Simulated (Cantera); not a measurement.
# Premixed flame

A freely propagating, adiabatic, planar premixed flame of 48.4 % H2, 10.1 % O2, 37.9 % N2, 3.58 % H2O, unburnt at 325 K and 15000 Pa; multicomponent+Soret transport, grid criteria slope 0.08 and curve 0.16, no radiation.

Detailed kinetics in Cantera: the H2/O2 subset of GRI-Mech 3.0, which has no nitrogen chemistry. Burning velocities carry a grid error of a few per cent, more on coarse grids.

| z (mm) | T (K) | u (m/s) | x H2 | x O2 | x H2O | x HO2 | x O | x H |
|---|---|---|---|---|---|---|---|---|
| -12.4 | 325 | 2.31 | 0.484 | 0.101 | 0.0358 | <1e-8 | <1e-8 | <1e-8 |
| -8.24 | 325 | 2.31 | 0.484 | 0.101 | 0.0358 | <1e-8 | <1e-8 | <1e-8 |
| -6.18 | 325 | 2.31 | 0.484 | 0.101 | 0.0358 | <1e-8 | <1e-8 | <1e-8 |
| -4.12 | 325 | 2.31 | 0.484 | 0.101 | 0.0358 | 2.01e-8 | <1e-8 | <1e-8 |
| -2.06 | 341 | 2.36 | 0.471 | 0.103 | 0.0370 | 7.98e-5 | 1.71e-6 | 1.89e-5 |
| -1.03 | 592 | 3.98 | 0.435 | 0.0975 | 0.0581 | 6.20e-5 | 0.000106 | 0.00582 |
| 0 | 960 | 6.37 | 0.361 | 0.0665 | 0.124 | 1.82e-5 | 0.00138 | 0.0401 |
| 1.03 | 1197 | 7.95 | 0.278 | 0.0172 | 0.218 | 4.09e-6 | 0.00172 | 0.0783 |
| 2.06 | 1294 | 8.58 | 0.258 | 0.00223 | 0.248 | 4.92e-7 | 0.000597 | 0.0842 |
| 4.12 | 1382 | 9.13 | 0.262 | 0.000198 | 0.253 | 4.05e-8 | 0.000357 | 0.0752 |
| 8.24 | 1477 | 9.70 | 0.272 | 0.000134 | 0.254 | 2.56e-8 | 0.000307 | 0.0621 |
| 16.5 | 1575 | 10.3 | 0.281 | 9.50e-5 | 0.256 | 1.77e-8 | 0.000227 | 0.0480 |
| 32.9 | 1663 | 10.8 | 0.290 | 5.68e-5 | 0.258 | 1.10e-8 | 0.000141 | 0.0347 |
x: mole fraction of selected species; z is measured from the peak of heat release.

The laminar burning velocity is 231 cm/s, the thermal thickness comes out as 4.12 mm and the peak x(HO2) is 0.000138. The peak x(O) is 0.00211, the peak x(H) is 0.0845 and the grid points is 140.
